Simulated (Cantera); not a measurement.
**Equilibrium for boron, boron nitride and boron oxide: BF₃ + N₂**

Feed: 1 mol BF₃, 0.97 mol N₂, equilibrated at 1900 K and 0.00170 bar.

Equilibrium computed with Cantera from the NASA thermochemical tables; the gas is ideal and each condensed phase is pure. Candidate condensed phases: B, BN; 13 gas species. The tables' values for BF₂ are old estimates; treat these amounts as uncertain. Rates play no part.

x(BF₃): 0.507
x(N₂): 0.492
x(F): 0.000550
x(BF₂): 0.000549
gas amount: 1.971 mol
log10 activity of B(s) (absent): -9.80
